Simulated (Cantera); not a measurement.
A closed system holds: 1 mol V2O3, 2800 mol H2, 3 mol H2O, held at 752 °C and 0.133 bar.

Cantera equilibrium calculation (NASA polynomials, part measured and part estimated; ideal gas, pure solids and liquids). Candidate condensed phases: H2O, V, VO, V2O3, V2O4, V2O5; 12 gas species. Condensed phases not in the tables: the oxides between V2O3 and V2O5 other than VO2. Kinetics and transport are ignored.

Base state: H2 0.999, H2O 0.00107 (mole fractions); condensed: V2O3(s).

Q: What changes in the equilibrium state with this change: temperature from 752 °C to 1075 °C?

A: 
| species | before | after |
|---|---|---|
| H2 | 0.999 | 0.999 |
| H2O | 0.00107 | 0.00142 |
| V2O3(s), mol | 1.00 | 0.0154 |
| VO(s), mol | 0 | 1.97 |
Mutual solubility and eutectic melting of coexisting phases are not modelled. VO: taken at fixed stoichiometry.
